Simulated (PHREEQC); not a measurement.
0.15 g of hydrous ferric oxide (600 m²/g; 0.2 weak and 0.005 strong sites per Fe, Dzombak-Morel constants, diffuse double layer) in 1 kg of water with 0.05 mol/kgw of an inert sodium salt and 6.5e-05 mol/kgw CuSO4, at 25 °C; the pH is set by adding NaOH or the inert anion's acid. Oxygen is held at 0.21 atm. The system is closed to CO2. Precipitation was switched off in this run.

Computed with PHREEQC (ion-association model, wateq4f.dat).

Task: Predict S sorbed (%), Cu sorbed (%), surface charge σ (C/m²) at pH = 4, 10.

Result: 
```tsv
pH	S sorbed (%)	Cu sorbed (%)	surface charge σ (C/m²)
4	94.9	1.5	0.195
10	0.0	98.3	-0.050
```

Complexes and solids missing from the database can't appear. The database's constant for dissolved Cu(OH)2 is higher than later reviews accept.
